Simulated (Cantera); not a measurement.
Input: 1 mol Cu₂O, 0.54 mol CH₄, 17 mol H₂, held at 1975 K and 4.00 mbar.

Cantera equilibrium calculation (NASA polynomials, part measured and part estimated; ideal gas, pure solids and liquids). Kinetics and transport are ignored.

```csv
species,before,after
H₂,0.836,0.734
H,0.0198,0.130
Cu,0.0960,0.0907
H₂O,0.0219,0.0201
CO,0.0258,0.0244
O,8.59e-7,6.89e-5
OH,4.93e-5,0.000571
Cu₂,4.10e-5,6.82e-6
CO₂,0.000150,0.000119
```
Gas species are given as mole fractions.

Question: What was changed between the two runs?
A. CH₄ from 0.54 to 1.1 mol
B. temperature from 1975 K to 2298 K
C. temperature from 1975 K to 2548.15 K
D. pressure from 4.00 mbar to 13.3 mbar

Answer: B, temperature from 1975 K to 2298 K
